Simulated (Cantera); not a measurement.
Charge: 1 mol C₃H₆, 52 mol H₂, 13 mol N₂, held at 25.0 mbar.

Method: chemical equilibrium by Gibbs-energy minimisation in Cantera with the NASA 1993 tables (ideal gas, pure condensed phases). Candidate condensed phases: C, C₆H₆, C₇H₈, C₈H₁₈; 92 gas species. Kinetics and transport are ignored.

Q: At 1475 K, list the 5 most abundant gas species with their mole fractions, and the condensed phases.

A: H₂ 0.809, N₂ 0.191, HCN 0.000347, H 7.38e-5, CH₄ 4.75e-5. Condensed: C(graphite).
